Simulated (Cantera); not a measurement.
## Thermodynamics of silicon oxide and oxynitride deposition, feed SiH2Cl2 + N2O + H2

Feed: 1 mol SiH2Cl2, 6.4 mol N2O, 1.3 mol H2, at 0.133 bar.

Equilibrium computed with Cantera from the NASA thermochemical tables; the gas is ideal and each condensed phase is pure. Candidate condensed phases: H2O, NH4Cl, Si, SiO2, Si2N2O, Si3N4; 47 gas species. The tables hold silica as quartz up to 1696 K and as liquid above; real silica turns to tridymite and cristobalite and melts near 1996 K. Gases not in the tables: Si(OH)4. Kinetics and transport are ignored.

| T (°C) | x N2 | x HCl | x H2O | x O2 | x Cl2 | x Cl | n SiO2(α-quartz) | n SiO2(β-quartz) | n SiO2(condensed) | n SiO2(l) |
|---|---|---|---|---|---|---|---|---|---|---|
| 452 | 0.580 | 0.101 | 0.158 | 0.120 | 0.0403 | 7.54e-7 | 1.00 | 0 | 0 | 0 |
| 552 | 0.576 | 0.131 | 0.141 | 0.127 | 0.0242 | 7.00e-6 | 1.00 | 0 | 0 | 0 |
| 652 | 0.573 | 0.151 | 0.130 | 0.132 | 0.0140 | 3.74e-5 | 0 | 1.00 | 0 | 0 |
| 752 | 0.571 | 0.162 | 0.124 | 0.134 | 0.00807 | 0.000138 | 0 | 1.00 | 0 | 0 |
| 852 | 0.570 | 0.168 | 0.121 | 0.136 | 0.00483 | 0.000390 | 0 | 1.00 | 0 | 0 |
| 952 | 0.570 | 0.171 | 0.119 | 0.136 | 0.00302 | 0.000919 | 0 | 1.00 | 0 | 0 |
| 1052 | 0.569 | 0.172 | 0.119 | 0.136 | 0.00198 | 0.00188 | 0 | 1.00 | 0 | 0 |
| 1152 | 0.568 | 0.172 | 0.119 | 0.136 | 0.00134 | 0.00345 | 0 | 1.00 | 0 | 0 |
| 1252 | 0.568 | 0.170 | 0.119 | 0.135 | 0.000937 | 0.00578 | 0 | 1.00 | 0 | 0 |
| 1352 | 0.567 | 0.167 | 0.120 | 0.134 | 0.000668 | 0.00900 | 0 | 1.00 | 0 | 0 |
| 1452 | 0.566 | 0.163 | 0.122 | 0.133 | 0.000482 | 0.0132 | 0 | 0 | 1.00 | 0 |
| 1552 | 0.565 | 0.158 | 0.124 | 0.130 | 0.000352 | 0.0182 | 0 | 0 | 1.000 | 0 |
| 1652 | 0.563 | 0.152 | 0.126 | 0.128 | 0.000258 | 0.0241 | 0 | 0 | 1.000 | 0 |
| 1752 | 0.561 | 0.145 | 0.128 | 0.125 | 0.000190 | 0.0306 | 0 | 0 | 0 | 1.000 |
x: gas mole fraction; n: condensed amount in mol.

From 452 °C to 552 °C the condensed part is SiO2(α-quartz). From 652 °C to 1352 °C the condensed part is SiO2(β-quartz). From 1452 °C to 1652 °C the condensed part is SiO2(condensed). At 1752 °C the condensed part is SiO2(l).
